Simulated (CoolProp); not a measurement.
The fluoroketone C6F12O (FK-5-1-12) along the isotherm 342.7 K: Z from the reference equation and from simpler models built on Tc = 441.8 K, pc = 1.869 MPa, ω = 0.471; each cubic takes its own stable root.

Computed with CoolProp (reference Helmholtz-energy equation of state, McLinden 2015).

| p (MPa) | phase | reference |
|---|---|---|
| 0.00887 | gas | 0.9958 |
| 0.0168 | gas | 0.9920 |
| 0.0319 | gas | 0.9846 |
| 0.0604 | gas | 0.9706 |
| 0.115 | gas | 0.9424 |
| 0.217 | liquid | 0.01652 |
| 0.412 | liquid | 0.03132 |
| 0.78 | liquid | 0.05916 |
| 1.48 | liquid | 0.1118 |
| 2.8 | liquid | 0.2099 |

Question: How far does each simpler model (Redlich-Kwong, Peng-Robinson) lie from the reference over these 10 states: mean and median of the absolute difference, and the worst?

Answer: 
- Redlich-Kwong: mean 550.5 %, median 8.8 %, worst +5428.5 % at 342.7 K and 0.217 MPa
- Peng-Robinson: mean 1.5 %, median 1.4 %, worst -3.5 % at 342.7 K and 2.8 MPa

At some of these states Redlich-Kwong gives the other phase, because its saturation line lies elsewhere.
